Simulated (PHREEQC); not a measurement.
3.2 g of hydrous ferric oxide (600 m²/g; 0.2 weak and 0.005 strong sites per Fe, Dzombak-Morel constants, diffuse double layer) in 1 kg of water with 0.01 mol/kgw of an inert sodium salt, at 25 °C; the pH is set by adding NaOH or the inert anion's acid. Oxygen alone is held at its pressure in air (log pO2 = -0.68). No CO2 enters from the air. Nothing may precipitate in this run.

Computed with PHREEQC (ion-association model, wateq4f.dat).

| pH | surface charge σ (C/m²) | surface potential ψ (mV) |
|---|---|---|
| 3 | 0.332 | 198 |
| 3.5 | 0.286 | 193 |
| 4 | 0.226 | 182 |
| 4.5 | 0.167 | 168 |
| 5 | 0.117 | 151 |
| 5.5 | 0.079 | 132 |
| 6 | 0.050 | 110 |
| 6.5 | 0.031 | 86 |
| 7 | 0.017 | 60 |
| 7.5 | 0.008 | 34 |
| 8 | 0.001 | 6 |
| 8.5 | -0.005 | -22 |
| 9 | -0.013 | -49 |
| 9.5 | -0.024 | -75 |
| 10 | -0.041 | -100 |
| 10.5 | -0.066 | -122 |
| 11 | -0.102 | -142 |

Species that the database lacks are ignored. The oxide is taken as insoluble; below pH 4 it would dissolve.
